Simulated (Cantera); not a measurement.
An adiabatic, constant-pressure homogeneous reactor starts with CO : H2 : O2 : N2 = 1 : 0.89 : 1.24 : 4.68 (molar parts), equivalence ratio 0.76, at 1198 K and 1.50 bar. Integrator tolerance rtol = 1e-08.

Model: GRI-Mech 3.0 (53 species, 325 reactions), integrated in Cantera.

What does this change do: H2 0.89 to 1.4 parts?


| quantity | before | after |
|---|---|---|
| time of steepest temperature rise | 40.0 µs | 36.7 µs |
| temperature at 0.100 s | 2621 K | 2716 K |
| equilibrium temperature | 2621 K | 2716 K |
| x(CO) at 0.100 s | 0.0289 (gas-phase equilibrium 0.0289) | 0.0476 (gas-phase equilibrium 0.0476) |
| x(H2) at 0.100 s | 0.00447 (gas-phase equilibrium 0.00447) | 0.0132 (gas-phase equilibrium 0.0132) |
| x(O2) at 0.100 s | 0.0473 (gas-phase equilibrium 0.0473) | 0.0251 (gas-phase equilibrium 0.0251) |
| x(O) at 0.100 s | 0.00457 (gas-phase equilibrium 0.00457) | 0.00504 (gas-phase equilibrium 0.00504) |
| x(OH) at 0.100 s | 0.0138 (gas-phase equilibrium 0.0138) | 0.0183 (gas-phase equilibrium 0.0183) |

What does this change do: constant volume in place of constant pressure?


```csv
quantity,before,after
time of steepest temperature rise,40.0 µs,39.2 µs
temperature at 0.100 s,2621 K,2794 K
equilibrium temperature,2621 K,2794 K
x(CO) at 0.100 s,0.0289 (gas-phase equilibrium 0.0289),0.0386 (gas-phase equilibrium 0.0386)
x(H2) at 0.100 s,0.00447 (gas-phase equilibrium 0.00447),0.00591 (gas-phase equilibrium 0.00591)
x(O2) at 0.100 s,0.0473 (gas-phase equilibrium 0.0473),0.0489 (gas-phase equilibrium 0.0489)
x(O) at 0.100 s,0.00457 (gas-phase equilibrium 0.00457),0.00661 (gas-phase equilibrium 0.00661)
x(OH) at 0.100 s,0.0138 (gas-phase equilibrium 0.0138),0.0179 (gas-phase equilibrium 0.0179)
```
